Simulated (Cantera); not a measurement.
Charge: 1 mol trisilylamine, 1.2 mol NH3, at 1677 °C and 1.00 Torr.

These are equilibrium values from Cantera (NASA tables, ideal gas, pure condensed phases), not measurements of a reactor. Candidate condensed phases: Si, Si3N4; 18 gas species. The feed counts by its element totals alone. The tables' values for SiN are old estimates; treat these amounts as uncertain. Gases not in the tables: Si2H6 and higher silanes. Rates play no part.

Base state: H2 0.809, N2 0.144, H 0.0282, Si 0.0179, SiH 0.000449, Si2 0.000164, Si2N 0.000100, SiN 7.28e-5 (mole fractions); condensed: Si(l).

Question: What changes in the equilibrium state with this change: temperature from 1677 °C to 1575 °C?

Answer: 
```csv
species,before,after
H2,0.809,0.835
N2,0.144,0.147
H,0.0282,0.0133
Si,0.0179,0.00471
Si2,0.000164,3.28e-5
Si3,3.60e-5,7.61e-6
"Si(l), mol",2.85,2.96
```
